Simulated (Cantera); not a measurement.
A closed system holds: 1 mol SrCl₂, 0.21 mol HCl, 160 mol H₂, at 10.0 Torr.

These are equilibrium values from Cantera (NASA tables, ideal gas, pure condensed phases), not measurements of a reactor. Candidate condensed phases: Sr, SrCl₂; 8 gas species. Rates play no part.

Q: Which condensed phases are stable at each of these points (T (K)): 625, 825, 1025, 1225, 1425, 1625, 1825, 2025?

A: 
```csv
T (K),condensed phases,Sr condensed (%)
625,SrCl₂(s),100.0
825,SrCl₂(s),100.0
1025,SrCl₂(s),100.0
1225,SrCl₂(l),97.3
1425,gas only,0.0
1625,gas only,0.0
1825,gas only,0.0
2025,gas only,0.0
```

From 625 K to 1025 K the condensed part is SrCl₂(s). At 1225 K the condensed part is SrCl₂(l). From 1425 K to 2025 K nothing is condensed.
